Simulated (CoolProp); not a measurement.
Vapour-liquid equilibrium of n-hexane (1) + toluene (2) at 204 kPa; x and y are mole fractions of (1).

Values from CoolProp's multi-fluid Helmholtz-energy mixture model, Thol 2019 and Lemmon 2006; pair parameters Bell 2016.

| x | bubble temperature, mixture model (°C) | bubble temperature, Raoult's law (°C) | y, mixture model | y, Raoult's law |
|---|---|---|---|---|
| 0.05 | 131.9 | 133.5 | 0.158 | 0.132 |
| 0.15 | 123.5 | 126.9 | 0.379 | 0.343 |
| 0.25 | 117.2 | 121.1 | 0.525 | 0.503 |
| 0.35 | 112.2 | 116.0 | 0.630 | 0.625 |
| 0.45 | 108.2 | 111.4 | 0.711 | 0.721 |
| 0.55 | 104.7 | 107.3 | 0.777 | 0.797 |
| 0.65 | 101.7 | 103.5 | 0.834 | 0.858 |
| 0.75 | 98.9 | 100.1 | 0.885 | 0.909 |
| 0.85 | 96.4 | 97.0 | 0.932 | 0.950 |
| 0.95 | 94.0 | 94.2 | 0.978 | 0.985 |

The largest gap from Raoult's law is -3.9 K in bubble temperature, at x = 0.25. No azeotrope shows between x = 0.05 and 0.95.

The pair parameters rest on a limited set of measurements; away from them the model extrapolates.
